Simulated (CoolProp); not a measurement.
CH2F2 (R32) at 298.15 K and 0.792 MPa is throttled through a valve to 0.273 MPa with no heat exchange. Each further row changes one setting.

The numbers come from the reference Helmholtz-energy equation of state, Tillner-Roth 1997 in CoolProp.

```tsv
case	temperature change (K)	final density (kg/m³)
as stated	-14.0	6.27
outlet pressure 0.0819 MPa	___	___
outlet pressure 0.355 MPa	___	8.18
```

Q: Some entries are withheld; supply them.

A: 
- outlet pressure 0.0819 MPa, temperature change (K): -20.0
- outlet pressure 0.0819 MPa, final density (kg/m³): 1.87
- outlet pressure 0.355 MPa, temperature change (K): -11.6
